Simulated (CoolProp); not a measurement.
A single-stage vapour-compression cycle with the fluid: evaporating at 199.15 K (dew point), condensing at 233.15 K (bubble point), superheat 8 K, subcooling 8 K, compressor efficiency 0.9, no pressure losses. The same conditions are run with several fluids, on thermodynamics alone (safety and materials aside).

Values from CoolProp's reference Helmholtz-energy equation of state of each fluid (nitrous oxide: Lemmon 2006; CH2F2 (R32): Tillner-Roth 1997; R143a: Lemmon and Jacobsen 2000; propylene: Lemmon 2013; CH3F (R41): Lemmon 2006; C3F8 (R218): Lemmon 2006).

```tsv
fluid	cooling COP	pressure ratio	discharge temperature (K)	refrigerating effect (kJ/kg)	volumetric capacity (kJ/m³)
nitrous oxide	4.49	4.19	298.1	318	1900
CH2F2 (R32)	4.52	6.34	314.0	370	317
R143a	4.81	6.05	266.3	217	251
propylene	4.78	5.57	275.5	420	264
CH3F (R41)	4.51	4.49	302.2	436	1150
C3F8 (R218)	4.83	6.81	240.2	98.6	140
```
